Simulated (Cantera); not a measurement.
Feed: 1 mol Si, 6.3 mol HCl, 2.6 mol H₂, equilibrated at 0.00975 Torr.

Equilibrium computed with Cantera from the NASA thermochemical tables; the gas is ideal and each condensed phase is pure. Candidate condensed phases: Si; 19 gas species. The tables' values for SiCl₃, SiCl are old estimates; treat these amounts as uncertain. Kinetics and transport are ignored.

x: gas mole fraction; nothing condenses.

```csv
T (K),x H₂,x HCl,x SiCl₄,x SiCl₂,x SiCl₃
948,0.574,0.300,0.119,0.00295,0.00322
998,0.553,0.323,…,…,0.00762
1048,…,…,…,…,0.0121
1098,0.465,0.417,0.0365,0.0669,0.0132
1148,0.433,0.452,0.0148,0.0887,0.0109
1198,0.417,0.469,0.00515,0.100,0.00765
1248,0.410,0.477,0.00173,0.106,0.00505
1298,0.408,0.479,0.000607,0.109,0.00332
1348,0.406,0.481,0.000226,0.110,0.00222
1398,0.405,0.481,8.93e-5,0.111,0.00152
1448,0.405,0.480,3.75e-5,0.111,0.00107
1498,0.404,0.478,1.66e-5,0.111,0.000761
```

Q: Complete the blanks.

A: 
- 998, x SiCl₄: 0.101
- 998, x SiCl₂: 0.0140
- 1048, x H₂: 0.511
- 1048, x HCl: 0.368
- 1048, x SiCl₄: 0.0697
- 1048, x SiCl₂: 0.0382
